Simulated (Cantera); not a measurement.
An adiabatic, constant-pressure homogeneous reactor starts with 3.42 % CH4, 14.6 % O2, 65.3 % N2, 16.7 % H2O, at 1323 K and 12.0 bar.

Model: GRI-Mech 3.0 (53 species, 325 reactions), integrated in Cantera. The pressure lies above the range GRI-Mech 3.0 was tuned for (to about 10 atm).

One state of this run: T (K) = 2007; x CH4 = <1e-12; x O2 = 0.0754; x H2O = 0.235; x CH2O = <1e-12; x C2H6 = <1e-12; x CO2 = 0.0341. x: mole fraction; the columns are a selection and need not sum to one.

Which value of t (s) does it belong to?
A. 2.85e-5
B. 0.900
C. 0.000285
D. 0.000900

B, 0.900
